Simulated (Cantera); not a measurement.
Boron, boron nitride and boron oxide: B + O₂ + NH₃

A closed system holds: 1 mol B, 2.3 mol O₂, 1.8 mol NH₃, at 13300 Pa.

Method: chemical equilibrium by Gibbs-energy minimisation in Cantera with the NASA 1993 tables (ideal gas, pure condensed phases). Candidate condensed phases: B, BN, B₂O₃, B₃O₃H₃, H₂O; 39 gas species. Rates play no part.

From 1798 K to 2398 K nothing is condensed. The main B-bearing gas is HBO₂ throughout.

```tsv
T (K)	x H₂O	x HBO₂	x N₂	x O₂	x OH	x H₂	x B₂O₃	x BO₂
1798	0.517	0.218	0.209	0.0455	0.00175	0.000351	0.00673	0.000895
1848	0.517	0.216	0.208	0.0452	0.00235	0.000555	0.00730	0.00119
1898	0.517	0.215	0.208	0.0449	0.00310	0.000855	0.00787	0.00156
1948	0.517	0.213	0.208	0.0447	0.00403	0.00129	0.00844	0.00201
1998	0.516	0.211	0.208	0.0443	0.00516	0.00191	0.00901	0.00255
2048	0.514	0.209	0.207	0.0440	0.00654	0.00276	0.00957	0.00321
2098	0.512	0.207	0.207	0.0438	0.00818	0.00392	0.0101	0.00398
2148	0.510	0.204	0.206	0.0435	0.0101	0.00547	0.0107	0.00489
2198	0.506	0.202	0.206	0.0433	0.0124	0.00750	0.0112	0.00595
2248	0.502	0.199	0.205	0.0433	0.0150	0.0101	0.0117	0.00717
2298	0.495	0.195	0.204	0.0434	0.0181	0.0134	0.0122	0.00857
2348	0.488	0.192	0.203	0.0436	0.0215	0.0174	0.0126	0.0102
2398	0.478	0.187	0.201	0.0441	0.0254	0.0222	0.0130	0.0120
```
x: gas mole fraction; nothing condenses.
